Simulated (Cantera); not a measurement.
Mixture: H₂ : O₂ : N₂ = 1 : 1.02 : 3.84 (molar parts), at 67000 Pa, adiabatic and at constant volume. Ignition delay is the time to a rise of 400 K.

Model: the H2/O2 subset of GRI-Mech 3.0, which has no nitrogen chemistry, integrated in Cantera. Where the delays flatten at high temperature, the 400 K rule measures the pace of heat release, not the induction time.

```csv
quantity,before,after
delay at 1000 K,0.313 ms,0.295 ms
delay at 1200 K,72.6 µs,48.4 µs
delay at 1400 K,39.3 µs,23.7 µs
delay at 1600 K,34.2 µs,18.5 µs
```

Problem. What was changed between the two runs?
(A) pressure from 67000 Pa to 1000000 Pa
(B) pressure from 67000 Pa to 30000 Pa
(C) pressure from 67000 Pa to 100000 Pa
(D) constant pressure in place of constant volume

Solution. C, pressure from 67000 Pa to 100000 Pa
